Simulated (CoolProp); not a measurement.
R134a along the isotherm 392.5 K: density (kg/m³) from the reference equation and from simpler models built on Tc = 374.2 K, pc = 40.59 bar, ω = 0.327; each cubic takes its own stable root.

The numbers come from the reference Helmholtz-energy equation of state, Tillner-Roth 1994 in CoolProp.

| p (bar) | phase | reference | ideal gas | van der Waals | Redlich-Kwong |
|---|---|---|---|---|---|
| 15.6 | gas | 55.64 | 48.77 | 54.90 | 55.61 |
| 31.2 | gas | 134.3 | 97.55 | 131.1 | 134.2 |
| 46.8 | supercritical | 283.7 | 146.3 | 304.9 | 292.0 |
| 62.5 | supercritical | 646.7 | 195.4 | 514.2 | 563.7 |
| 78.1 | supercritical | 775.4 | 244.2 | 569.5 | 657.4 |
| 93.7 | supercritical | 836.7 | 293.0 | 603.9 | 713.6 |
| 109 | supercritical | 877.3 | 340.8 | 628.8 | 754.2 |
| 125 | supercritical | 909.7 | 390.8 | 649.7 | 788.1 |
| 141 | supercritical | 936.0 | 440.8 | 667.0 | 816.4 |
| 156 | supercritical | 956.9 | 487.7 | 681.0 | 839.3 |
| 172 | supercritical | 976.3 | 537.8 | 694.2 | 860.8 |
| 187 | supercritical | 992.4 | 584.7 | 705.1 | 878.9 |
| 203 | supercritical | 1008 | 634.7 | 715.7 | 896.4 |
